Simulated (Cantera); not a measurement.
# Ignition delay

Mixture: H2 : O2 : N2 : H2O = 1 : 0.538 : 2.02 : 0.83 (molar parts), equivalence ratio 0.93, at 13.0 bar, adiabatic and at constant pressure. Ignition delay is the time to a rise of 400 K.

Computed with Cantera and GRI-Mech 3.0 (53 species, 325 reactions). The hydrogen kinetics of GRI-Mech 3.0 are dated; newer H2 mechanisms differ, most at raised pressure. The pressure lies above the range GRI-Mech 3.0 was tuned for (to about 10 atm).

```
T0 (K)  delay (ms)
------  ----------
1350        0.0263
1425       0.00811
1500       0.00304
1575       0.00167
1650       0.00113
```

| Property | Result |
|---|---|
| apparent activation energy between 1500 and 1650 K | 140 kJ/mol |
